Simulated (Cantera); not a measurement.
A perfectly stirred reactor is fed with NH3 : H2 = 1 : 3.6 (molar parts), at 218 Torr; it is held at 1925 K, and followed from long to short residence time.

Computed with Cantera and the gas-phase N/H chemistry of the illustrative SiF4/NH3 mechanism in the Surface Chemkin manual (1991). Walls and surfaces, which speed up NH3 decomposition in real reactors, are not modelled.

```
quantity                 before     after
----------------------  -------  --------
x(NH3) at τ = 0.420 s    0.0970     0.216
x(H2) at τ = 0.420 s      0.853     0.783
x(N2) at τ = 0.420 s     0.0493  0.000355
x(N2H4) at τ = 0.420 s  8.48e-9   8.20e-9
x(N) at τ = 0.420 s     4.00e-7   2.54e-9
x(NH3) at τ = 23.0 ms     0.203     0.217
x(H2) at τ = 23.0 ms      0.790     0.783
x(N2) at τ = 23.0 ms    0.00567   6.92e-6
x(N2H4) at τ = 23.0 ms  2.20e-8   3.28e-9
x(N) at τ = 23.0 ms     3.71e-7  6.39e-10
```

Q: Which change was made?
A. temperature 1925 to 1450 K
B. pressure from 218 Torr to 435 Torr
C. NH3 1 to 0.15 parts
D. temperature 1925 to 1550 K

A: D, temperature 1925 to 1550 K
